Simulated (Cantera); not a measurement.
Input (Python, Cantera) and output of one run.

```python
import numpy as np
import cantera as ct

gas_names = """
    O2 SO3 O3
""".split()
cond_names = """
    CaS(s) S(cr1) S(cr2) S(L) CaO(s) CaO(L)
""".split()


def load(file, names, dense=False):
    # The tables refer to 1 bar. Condensed volumes are neglected.
    table = {s.name: s for s in ct.Species.list_from_file(file)}
    out = []
    for n in names:
        d = dict(table[n].input_data)
        d["thermo"] = dict(d["thermo"], **{"reference-pressure": 1e5})
        if dense:
            d["equation-of-state"] = {"model": "constant-volume", "density": "1e6 g/cm^3"}
        out.append(ct.Species.from_dict(d))
    return out


species = {s.name: s for s in load("nasa_gas.yaml", gas_names) + load("nasa_condensed.yaml", cond_names)}
# Each term lists the table entries of one substance; the one whose range holds T is used.
reactions = {
    '2 CaS + O2(g) = 2 S + 2 CaO':
        [(-2, ['CaS(s)']), (-1, ['O2']), (2, ['S(cr1)', 'S(cr2)', 'S(L)']), (2, ['CaO(s)', 'CaO(L)'])],
    '3 CaO + 3 SO3(g) = 3 CaS + 4 O3(g)':
        [(-3, ['CaO(s)', 'CaO(L)']), (-3, ['SO3']), (3, ['CaS(s)']), (4, ['O3'])],
}


def pick(names, T):
    return next(species[n] for n in names if species[n].thermo.min_temp <= T <= species[n].thermo.max_temp)


results = []
for label, terms in reactions.items():
    print(label)
    print("     T/K   dH/kJ  dS/(J/K)   dG/kJ   log10 K")
    for T in [475, 575, 675, 775, 875, 975, 1075]:
        used = [(nu, pick(names, T)) for nu, names in terms]
        dH = sum(nu * s.thermo.h(T) for nu, s in used) / 1e6
        dS = sum(nu * s.thermo.s(T) for nu, s in used) / 1e3
        dG = dH - T * dS / 1e3
        logK = -dG * 1e6 / (ct.gas_constant * T * np.log(10))
        results.append((label, T, dH, dS, dG, logK, [s.name for _, s in used]))
        print(f"{T:8g} {dH:8.1f} {dS:8.1f} {dG:8.1f} {logK:8.2f}")
```

It prints:

```
2 CaS + O2(g) = 2 S + 2 CaO
     T/K   dH/kJ  dS/(J/K)   dG/kJ   log10 K
     475   -315.1   -156.0   -241.0    26.50
     575   -310.5   -147.3   -225.9    20.52
     675   -307.1   -141.7   -211.4    16.36
     775   -304.5   -138.1   -197.4    13.31
     875   -301.6   -134.6   -183.8    10.97
     975   -298.3   -131.1   -170.5     9.14
    1075   -295.6   -128.4   -157.6     7.66
3 CaO + 3 SO3(g) = 3 CaS + 4 O3(g)
     T/K   dH/kJ  dS/(J/K)   dG/kJ   log10 K
     475   2242.2    246.7   2125.0  -233.68
     575   2242.7    247.6   2100.3  -190.79
     675   2242.9    248.0   2075.5  -160.61
     775   2242.9    248.0   2050.7  -138.21
     875   2242.8    247.9   2025.9  -120.94
     975   2242.5    247.6   2001.2  -107.21
    1075   2242.1    247.2   1976.4   -96.03
```

Source: NASA polynomial tables (part measured, part estimated), evaluated in Cantera. Condensed species are held in their standard states even where they would react or evaporate.
